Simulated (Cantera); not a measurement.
A Cantera script and its output.

```python
import numpy as np
import cantera as ct

surf = ct.Interface("diamond.yaml", "diamond_100")
gas, bulk = surf.adjacent["gas"], surf.adjacent["diamond"]
k = surf.kinetics_species_index(bulk.species_names[0])
cover = ["c6HH", "c6H*", "c6*H", "c6**", "c6HM", "c6B"]

rows, drift = [], 0.0
print(f"{'T':>10s}{'um/h':>11s}" + "".join(f"{s:>11s}" for s in cover))
for v in [900, 950, 1000, 1050, 1100, 1150, 1200, 1250, 1300, 1350, 1400]:
    T, P, xH, xCH3 = v, 26000, 0.049, 2e-05
    gas.TPX = T, P, {"H": xH, "CH3": xCH3, "CH4": 0.0029, "H2": 1 - xH - xCH3 - 0.0029}
    surf.TP = bulk.TP = T, P
    surf.coverages = "c6H*:0.1, c6HH:0.9"
    surf.advance_coverages(100.0)
    before = surf.coverages
    surf.advance_coverages(100.0)
    drift = max(drift, np.max(np.abs(surf.coverages - before) / (surf.coverages + 1e-9)))
    rate = surf.net_production_rates[k] * bulk.mean_molecular_weight / bulk.density * 3.6e9
    rows.append([rate, *surf[cover].coverages])
    print(f"{v:10.4g}{rate:11.4e}" + "".join(f"{x:11.3e}" for x in rows[-1][1:]))
```

It prints:

```
         T       um/h       c6HH       c6H*       c6*H       c6**       c6HM        c6B
       900 1.6603e+00  6.915e-01  1.278e-02  2.907e-01  4.634e-03  3.487e-04  4.505e-09
       950 2.2042e+00  6.429e-01  1.662e-02  3.331e-01  7.038e-03  2.798e-04  5.981e-09
      1000 2.8166e+00  5.961e-01  2.093e-02  3.724e-01  1.021e-02  2.266e-04  7.643e-09
      1050 3.4851e+00  5.519e-01  2.564e-02  4.080e-01  1.422e-02  1.852e-04  9.457e-09
      1100 4.1895e+00  5.105e-01  3.065e-02  4.395e-01  1.915e-02  1.523e-04  1.137e-08
      1150 4.8923e+00  4.722e-01  3.587e-02  4.667e-01  2.501e-02  1.256e-04  1.328e-08
      1200 5.5194e+00  4.370e-01  4.121e-02  4.898e-01  3.183e-02  1.026e-04  1.498e-08
      1250 5.9361e+00  4.048e-01  4.659e-02  5.089e-01  3.959e-02  8.157e-05  1.611e-08
      1300 5.9621e+00  3.755e-01  5.194e-02  5.242e-01  4.824e-02  6.114e-05  1.618e-08
      1350 5.4981e+00  3.488e-01  5.719e-02  5.362e-01  5.773e-02  4.175e-05  1.492e-08
      1400 4.7051e+00  3.246e-01  6.230e-02  5.451e-01  6.799e-02  2.547e-05  1.277e-08
```

Detailed kinetics in Cantera: the Harris–Goodwin 1993 mechanism for the reconstructed diamond (100) surface.
